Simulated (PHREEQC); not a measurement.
H2SO4 is added in steps, without added water, to 1 kg of water holding 6 mmol/kgw NH4Cl, 110 mmol/kgw NH3 and 52 mmol/kgw KCl, at 25 °C. Oxygen alone is held at its pressure in air (log pO2 = -0.68). The system is closed to CO2. No solid was allowed to form.

Base run: PHREEQC, ion-association model, wateq4f.dat. Each further column changes one thing. The table gives NH4SO4- (mol/kgw).

```csv
H2SO4 added (mol),base,Debye-Hückel limiting law,all activity coefficients set to 1,database phreeqc.dat,metal-ligand complexes left out
0,0,0,0,0,0
0.015,0.00192,0.00130,0.00355,0.00185,0.00211
0.03,0.00575,0.00351,0.0105,0.00548,0.00618
0.045,0.0107,0.00600,0.0193,0.0101,0.0114
0.055,0.0146,0.00768,0.0258,0.0136,0.0154
0.07,0.0141,0.00755,0.0238,0.0131,0.0148
0.085,0.0138,0.00743,0.0223,0.0128,0.0144
0.1,0.0135,0.00730,0.0211,0.0124,0.0141
```

 phreeqc.dat and wateq4f.dat share most of their constants, so their agreement is no independent check.
